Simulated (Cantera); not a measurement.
## Thermodynamics of iron carbonyl, mercury and lead vapours, feed Pb + O2 + H2

Feed: 1 mol Pb, 0.071 mol O2, 1.9 mol H2, equilibrated at 4.00 mbar.

These are equilibrium values from Cantera (NASA tables, ideal gas, pure condensed phases), not measurements of a reactor. Candidate condensed phases: H2O, Pb, PbO, PbO2, Pb3O4; 12 gas species. Kinetics and transport are ignored.

```
T (K)  log p H2  log p Pb  log p H2O  log p H  log p PbO  log p Pb2  log p OH  log p O  n Pb(l)
-----  --------  --------  ---------  -------  ---------  ---------  --------  -------  -------
648       -2.43    -10.08      -3.52     <-14       <-14       <-14      <-14     <-14     1.00
748       -2.43     -8.06      -3.52   -13.76       <-14       <-14      <-14     <-14    1.000
848       -2.43     -6.52      -3.52   -11.94     -14.31     -13.20      <-14     <-14    1.000
948       -2.43     -5.32      -3.52   -10.50     -12.32     -11.18      <-14     <-14    0.998
1048      -2.44     -4.35      -3.53    -9.33     -10.71      -9.55    -12.92     <-14    0.979
1148      -2.46     -3.55      -3.56    -8.38      -9.38      -8.22    -11.69     <-14    0.857
1248      -2.60     -2.89      -3.70    -7.63      -8.26      -7.11    -10.72     <-14   0.0849
1348      -2.62     -2.86      -3.71    -6.94      -7.86      -7.25     -9.83   -14.19        0
1448      -2.62     -2.86      -3.71    -6.34      -7.53      -7.41     -9.06   -12.84        0
1548      -2.62     -2.86      -3.71    -5.82      -7.24      -7.56     -8.39   -11.66        0
1648      -2.62     -2.86      -3.71    -5.36      -6.98      -7.68     -7.80   -10.63        0
```
log p: log10 of the partial pressure in bar; n: condensed amount in mol.

From 648 K to 1248 K the condensed part is Pb(l). From 1348 K to 1648 K nothing is condensed. The main Pb-bearing gas is Pb throughout.
